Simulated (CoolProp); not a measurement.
Cyclohexane at several states: density (kg/m³) from the reference equation and from simpler models built on Tc = 280.5 °C, pc = 4081 kPa, ω = 0.209; each cubic takes its own stable root.

Values from CoolProp's reference Helmholtz-energy equation of state, Zhou 2014.

```
T (°C)  p (kPa)   phase  reference  van der Waals  Redlich-Kwong  Soave-Redlich-Kwong  Peng-Robinson
------  -------  ------  ---------  -------------  -------------  -------------------  -------------
189.05     1300  liquid        [?]          34.37          36.42                535.3          607.4
42.95      35.2  liquid        [?]          1.138          1.143                706.6          796.9
219.45     4290  liquid        [?]          362.5          487.7                504.3          569.4
49.85       117  liquid      750.2          3.781          685.9                700.8          790.7
39.95       774  liquid      760.4          471.7            [?]                  [?]            [?]
13.75      1970  liquid      786.0          487.6            [?]                  [?]          823.4
```

**Question.** Fill in the missing entries.

**Answer.** 
- 189.05, reference: 593.9
- 42.95, reference: 756.8
- 219.45, reference: 561.9
- 39.95, Redlich-Kwong: 696.2
- 39.95, Soave-Redlich-Kwong: 710.1
- 39.95, Peng-Robinson: 800.5
- 13.75, Redlich-Kwong: 720.4
- 13.75, Soave-Redlich-Kwong: 731.7

At some of these states van der Waals, Redlich-Kwong gives the other phase, because its saturation line lies elsewhere.
